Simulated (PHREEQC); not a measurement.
0.037 g of hydrous ferric oxide (600 m²/g; 0.2 weak and 0.005 strong sites per Fe, Dzombak-Morel constants, diffuse double layer) in 1 kg of water with 0.001 mol/kgw of an inert sodium salt, at 25 °C; the pH is set by adding NaOH or the inert anion's acid. O2 is buffered at 0.21 atm. No CO2 enters from the air. No solid was allowed to form.

The numbers come from PHREEQC with the ion-association model, wateq4f.dat.

Task: Predict surface charge σ (C/m²), surface potential ψ (mV) at pH = 6, 8, 8.5.

Result: 
```tsv
pH	surface charge σ (C/m²)	surface potential ψ (mV)
6	0.019	119
8	0.000	6
8.5	-0.002	-23
```

The oxide is taken as insoluble; below pH 4 it would dissolve.
